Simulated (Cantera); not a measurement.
A freely propagating, adiabatic, planar premixed flame of CH4 : H2 : O2 : N2 : H2O = 1 : 0.83 : 2.62 : 9.87 : 0.6 (molar parts), equivalence ratio 0.92, unburnt at 698 K and 110000 Pa; mixture-averaged transport, grid criteria slope 0.08 and curve 0.16, no radiation.

Detailed kinetics in Cantera: GRI-Mech 3.0 (53 species, 325 reactions). Burning velocities carry a grid error of a few per cent, more on coarse grids.

**Question.** What does this change do: inlet temperature 698 to 500 K?

**Answer.** 
```csv
quantity,before,after
laminar burning velocity,219 cm/s,106 cm/s
thermal thickness,0.273 mm,0.324 mm
peak x(HCO),7.03e-5,4.63e-5
peak x(OH),0.0124,0.00975
peak x(CH2),4.87e-5,3.34e-5
```

**Question.** What does this change do: N2 9.87 to 12 parts?

**Answer.** 
| quantity | before | after |
|---|---|---|
| laminar burning velocity | 219 cm/s | 164 cm/s |
| thermal thickness | 0.273 mm | 0.328 mm |
| peak x(HCO) | 7.03e-5 | 4.64e-5 |
| peak x(OH) | 0.0124 | 0.00888 |
| peak x(CH2) | 4.87e-5 | 3.29e-5 |
